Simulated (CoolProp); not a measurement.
Vapour-liquid equilibrium of hydrogen sulfide (1) + n-pentane (2) at 761 kPa; x and y are mole fractions of (1).

The numbers come from the multi-fluid Helmholtz-energy mixture model, Lemmon 2006 and Thol 2019; pair parameters Kunz 2012 in CoolProp.

Question: Give the bubble temperature and the first vapour's composition at x = 0.05, 0.75, 0.85. Is there an azeotrope?

Answer: x = 0.05: 91.8 °C, y = 0.344; x = 0.75: -2.5 °C, y = 0.984; x = 0.85: -5.3 °C, y = 0.990. No azeotrope shows between x = 0.05 and 0.95.

Pair parameters are fitted to limited data, so mixtures are less certain than the pure fluids. The gap from Raoult's law changes sign with composition, which may be real or a fault of the pair parameters; it wasn't checked against measurements.
